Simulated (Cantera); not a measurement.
What does this Cantera script print?

```python
import numpy as np
import cantera as ct

gas_names = [...]  # 95 gases of nasa_gas.yaml made of C, F, H
cond_names = """
    C(gr) C6H6(L) C7H8(L) C8H18(L),n-octa
""".split()


# ... load() reads the species with a 1 bar reference pressure and builds the phases ...
atoms = {
    'CF4': {'C': 1, 'F': 4},
    'CH4': {'C': 1, 'H': 4},
}
top_T = {'C(gr)': 4500}  # K; cautious upper limits of use, not melting points


# ... equilibrate(T, P, feed) seeds the gas with the atoms and calls Mixture.equilibrate('TP', solver="vcs", rtol=1e-11, max_steps=5000) ...
results = []
feed = {'CF4': 1, 'CH4': 0.12}  # mol
P = 46  # Pa
for T in [1850, 1925, 2000, 2075, 2150, 2225, 2300, 2375, 2450, 2525, 2600]:
    mix = equilibrate(T, P, feed)
    results.append((T, P, feed, dict(zip(mix.species_names, mix.species_moles))))
    x = sorted(zip(gas.X, gas.species_names), reverse=True)
    print(f"T = {T:g} K  P = {P:g} Pa  gas = {mix.phase_moles(0):.4g} mol")
    print("   x: " + "  ".join(f"{s} {v:.3e}" for v, s in x if v > 0.0001))
    print("   condensed (mol): " + ("  ".join(f"{mix.phase(i).name} {mix.phase_moles(i):.4g}"
          for i in range(1, mix.n_phases) if mix.phase_moles(i) > 1e-12) or "none"))
```

Result:

```
T = 1850 K  P = 46 Pa  gas = 1.508 mol
   x: CF4 5.155e-01  HF 3.182e-01  CF2 9.716e-02  F 6.497e-02  CF3 4.025e-03  CF 1.350e-04
   condensed (mol): C(gr) 0.1895
T = 1925 K  P = 46 Pa  gas = 1.679 mol
   x: CF4 3.995e-01  HF 2.859e-01  CF2 1.722e-01  F 1.361e-01  CF3 5.881e-03  CF 4.294e-04
   condensed (mol): C(gr) 0.1495
T = 2000 K  P = 46 Pa  gas = 2.001 mol
   x: CF2 2.563e-01  F 2.526e-01  CF4 2.431e-01  HF 2.399e-01  CF3 6.865e-03  CF 1.172e-03
   condensed (mol): C(gr) 0.1047
T = 2075 K  P = 46 Pa  gas = 2.49 mol
   x: F 4.020e-01  CF2 2.976e-01  HF 1.928e-01  CF4 9.916e-02  CF3 5.708e-03  CF 2.664e-03
   condensed (mol): C(gr) 0.1112
T = 2150 K  P = 46 Pa  gas = 2.975 mol
   x: F 5.429e-01  CF2 2.622e-01  HF 1.614e-01  CF4 2.536e-02  CF 5.005e-03  CF3 3.231e-03
   condensed (mol): C(gr) 0.2402
T = 2225 K  P = 46 Pa  gas = 3.312 mol
   x: F 6.502e-01  CF2 1.905e-01  HF 1.449e-01  CF 8.145e-03  CF4 4.770e-03  CF3 1.408e-03
   condensed (mol): C(gr) 0.4413
T = 2300 K  P = 46 Pa  gas = 3.543 mol
   x: F 7.255e-01  HF 1.354e-01  CF2 1.255e-01  CF 1.209e-02  CF4 7.901e-04  CF3 5.421e-04
   condensed (mol): C(gr) 0.6272
T = 2375 K  P = 46 Pa  gas = 3.707 mol
   x: F 7.745e-01  HF 1.294e-01  CF2 7.866e-02  CF 1.685e-02  CF3 1.980e-04  C3 1.390e-04  CF4 1.261e-04  H 1.072e-04
   condensed (mol): C(gr) 0.7629
T = 2450 K  P = 46 Pa  gas = 3.819 mol
   x: F 8.029e-01  HF 1.254e-01  CF2 4.818e-02  CF 2.241e-02  C3 4.883e-04  H 2.508e-04  C 1.794e-04
   condensed (mol): C(gr) 0.8434
T = 2525 K  P = 46 Pa  gas = 3.896 mol
   x: F 8.164e-01  HF 1.226e-01  CF2 2.932e-02  CF 2.877e-02  C3 1.588e-03  H 5.718e-04  C 5.084e-04  C2 1.470e-04
   condensed (mol): C(gr) 0.8717
T = 2600 K  P = 46 Pa  gas = 3.96 mol
   x: F 8.184e-01  HF 1.199e-01  CF 3.589e-02  CF2 1.786e-02  C3 4.814e-03  C 1.356e-03  H 1.260e-03  C2 4.521e-04
   condensed (mol): C(gr) 0.8404
```

Cantera equilibrium calculation (NASA polynomials, part measured and part estimated; ideal gas, pure solids and liquids). Gases not in the tables: C2F6 and larger saturated fluorocarbons.
